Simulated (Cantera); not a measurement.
A closed system holds: 1 mol SiF4, 25 mol NH3, at 773.15 K and 0.500 bar.

Equilibrium computed with Cantera from the NASA thermochemical tables; the gas is ideal and each condensed phase is pure. Candidate condensed phases: Si, Si3N4; 37 gas species. Rates play no part.

Base state: H2 0.735, N2 0.245, SiF4 0.0196, NH3 0.000616, HF 3.32e-5 (mole fractions); condensed: Si3N4(s).

Question: What changes in the equilibrium state with this change: temperature from 773.15 K to 1575 K?

Answer: 
| species | before | after |
|---|---|---|
| H2 | 0.735 | 0.730 |
| N2 | 0.245 | 0.244 |
| SiF4 | 0.0196 | 0.0150 |
| HF | 3.32e-5 | 0.00628 |
| SiF3 | 1.22e-9 | 0.00241 |
| SiF2 | <1e-9 | 0.000195 |
| Si3N4(s), mol | 0.000109 | 0.00818 |
The tables' values for SiF3, SiF2 are old estimates; treat these amounts as uncertain.
